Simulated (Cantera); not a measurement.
Feed: 1 mol SiH4, 0.17 mol C3H8, 940 mol H2, equilibrated at 7.50 Torr.

Cantera equilibrium calculation (NASA polynomials, part measured and part estimated; ideal gas, pure solids and liquids). Candidate condensed phases: C, C6H6, C7H8, C8H18, Si, SiC; 87 gas species. Mutual solubility and eutectic melting of coexisting phases are not modelled. Gases not in the tables: Si2H6 and higher silanes. Equilibrium is a limit: real reactors are often held back by kinetics, nucleation or transport.

x: gas mole fraction; n: condensed amount in mol.

```csv
T (K),x H2,x H,x Si,x C2H2 (acetylene),x SiH,x SiH2,n Si(s),n SiC(s),n Si(l)
1175,1.000,1.23e-6,5.35e-11,<1e-12,9.46e-11,7.10e-9,0.490,0.510,0
1375,1.000,?,?,?,?,?,0.490,0.510,0
1575,1.000,0.000415,5.74e-6,1.96e-9,1.37e-6,3.75e-6,0.480,0.510,0
1775,0.997,0.00289,0.000220,6.53e-8,2.69e-5,2.50e-5,0,0.508,0.229
1975,0.986,0.0136,0.000556,5.39e-5,3.97e-5,1.56e-5,0,0.390,0
2175,0.951,?,0.000960,0.000250,?,?,0,0,0
2375,0.867,0.131,0.000950,0.000241,2.85e-5,2.96e-6,0,0,0
```

### Question
Fill in the missing entries.

### Answer

- 2175, x H: 0.0476
- 2175, x SiH: 4.35e-5
- 2175, x SiH2: 8.38e-6
- 1375, x H: 3.43e-5
- 1375, x Si: 4.11e-8
- 1375, x C2H2 (acetylene): 3.26e-11
- 1375, x SiH: 2.31e-8
- 1375, x SiH2: 2.58e-7
